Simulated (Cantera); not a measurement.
An adiabatic, constant-pressure homogeneous reactor starts with C3H8 : O2 : N2 = 1 : 11.9 : 44.8 (molar parts), equivalence ratio 0.42, at 1425 K and 1.01 bar.

Model: GRI-Mech 3.0 (53 species, 325 reactions), integrated in Cantera. GRI-Mech 3.0 was tuned for natural gas; its chemistry of propane as a main component is partial and can be far from experiment.

x: mole fraction; the columns are a selection and need not sum to one.

```tsv
t (s)	T (K)	x C3H8	x O2	x HCN	x C2H2	x CO	x CH2	x C2H4
9.00e-6	1424	0.0171	0.206	<1e-12	1.01e-8	6.90e-7	[?]	0.000179
2.56e-5	1422	0.0165	0.206	<1e-12	3.23e-7	2.02e-5	[?]	0.000836
7.30e-5	1425	0.0134	0.203	1.11e-11	8.51e-6	0.000426	[?]	0.00378
0.000208	1999	<1e-12	0.115	<1e-12	<1e-12	0.0149	<1e-12	<1e-12
0.000592	2239	<1e-12	0.115	<1e-12	<1e-12	0.00422	<1e-12	<1e-12
0.00169	2293	<1e-12	0.116	<1e-12	<1e-12	0.00173	<1e-12	<1e-12
0.00480	2294	<1e-12	0.116	<1e-12	<1e-12	0.00162	<1e-12	<1e-12
0.0137	2293	<1e-12	0.115	<1e-12	<1e-12	0.00161	<1e-12	<1e-12
0.0390	2289	<1e-12	0.114	<1e-12	<1e-12	0.00158	<1e-12	<1e-12
0.111	2281	<1e-12	0.113	<1e-12	<1e-12	0.00152	<1e-12	<1e-12
0.316	2276	<1e-12	0.111	<1e-12	<1e-12	0.00148	<1e-12	<1e-12
0.900	2275	<1e-12	0.111	<1e-12	<1e-12	0.00147	<1e-12	<1e-12
```

Task: Some entries are withheld; supply them.

Result: 
- 9.00e-6, x CH2: 7.09e-9
- 2.56e-5, x CH2: 6.06e-8
- 7.30e-5, x CH2: 1.98e-7
